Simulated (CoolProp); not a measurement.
Vapour-liquid equilibrium of ethane (1) + C2F6 (R116) (2) at 4.49 bar; x and y are mole fractions of (1).

Computed with CoolProp (multi-fluid Helmholtz-energy mixture model, Bücker 2006 and Lemmon 2006; pair parameters Bell 2016).

```
x      bubble temperature, mixture model (K)  bubble temperature, Raoult's law (K)  y, mixture model  y, Raoult's law
-----  -------------------------------------  ------------------------------------  ----------------  ---------------
0.05                                   224.9                                 227.5             0.147            0.072
0.125                                  220.7                                 226.6             0.318            0.174
0.2                                    217.5                                 225.8             0.437            0.270
0.275                                  215.3                                 224.9             0.517            0.360
0.35                                   213.9                                 224.1             0.572            0.444
0.425                                  213.0                                 223.2             0.609            0.524
0.5                                    212.5                                 222.4             0.635            0.599
0.575                                  212.2                                 221.7             0.655            0.670
0.65                                   212.1                                 220.9             0.673            0.736
0.725                                  212.1                                 220.2             0.693            0.799
0.8                                    212.4                                 219.4             0.723            0.858
0.875                                  213.1                                 218.7             0.774            0.914
0.95                                   215.0                                 218.0             0.874            0.967
```

The largest gap from Raoult's law is -10.2 K in bubble temperature, at x = 0.425. y crosses x between x = 0.65 and 0.725: the model has an azeotrope there.

Pair parameters are fitted to limited data, so mixtures are less certain than the pure fluids. With so large a gap from Raoult's law the liquid may split in two, which this calculation doesn't test in full.
